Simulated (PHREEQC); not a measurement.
Make-up at 25 °C: 1.4 mol MgSO4, 0.26 mol KCl and 3e-05 mol H4SiO4 per kg of water. Closed to the air; pH follows from the charge balance.

Computed with PHREEQC (Pitzer model, pitzer.dat).

No solid was allowed to form.

Task: What pH, density, osmotic coefficient does the model give?

Result: pH 6.32; density 1.161 g/cm³; osmotic coefficient 0.653.

In brines, pH and single-ion activities rest on the MacInnes convention.
